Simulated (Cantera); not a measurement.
Charge: 1 mol Si, 0.014 mol H₂O, 770 mol N₂, at 2223.15 K and 0.990 bar.

These are equilibrium values from Cantera (NASA tables, ideal gas, pure condensed phases), not measurements of a reactor. Candidate condensed phases: H₂O, Si, SiO₂, Si₂N₂O, Si₃N₄; 35 gas species. The tables' values for SiN are old estimates; treat these amounts as uncertain. Equilibrium is a limit: real reactors are often held back by kinetics, nucleation or transport.

Base state: N₂ 0.999, Si 0.000465, Si₂N 8.10e-5, SiN 7.47e-5, H 1.88e-5, SiO 1.82e-5 (mole fractions); condensed: Si(l).

### Question
What changes in the equilibrium state with this change: temperature from 2223.15 K to 2125 K?

### Answer
| species | before | after |
|---|---|---|
| N₂ | 0.999 | 1.000 |
| Si | 0.000465 | 0.000148 |
| SiN | 7.47e-5 | 2.89e-5 |
| Si₂N | 8.10e-5 | 2.87e-5 |
| H | 1.88e-5 | 1.25e-5 |
| H₂ | 8.49e-6 | 1.18e-5 |
| SiO | 1.82e-5 | 1.82e-5 |
| Si(l), mol | 0.429 | 0 |
| Si₃N₄(s), mol | 0 | 0.267 |
